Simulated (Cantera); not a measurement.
Feed: 1 mol TiO2, 0.51 mol CH4, 2.1 mol CO, held at 1952 °C and 1280 Torr.

Equilibrium computed with Cantera from the NASA thermochemical tables; the gas is ideal and each condensed phase is pure. Candidate condensed phases: C, C6H6, C7H8, C8H18, H2O, Ti, TiC, TiO, TiO2, Ti2O3, Ti3O5, Ti4O7; 113 gas species. Mutual solubility and eutectic melting of coexisting phases are not modelled. TiC: taken at fixed stoichiometry. Kinetics and transport are ignored.

Base state: CO 0.718, H2 0.279, H 0.00263, H2O 0.000344, CO2 0.000165 (mole fractions); condensed: TiC(s) + Ti2O3(l).

Task: What changes in the equilibrium state with this change: 1.3 mol O2 added?

Result: 
```tsv
species	before	after
CO	0.718	0.376
CO2	0.000165	0.342
H2O	0.000344	0.232
H2	0.279	0.0476
O2	<1e-9	2.48e-5
O	3.05e-9	1.21e-5
OH	4.69e-7	0.000766
TiC(s), mol	0.00472	0
Ti2O3(l), mol	0.498	0
TiO2(l), mol	0	1.000
```
Gases not in the tables: TiO(OH)2.
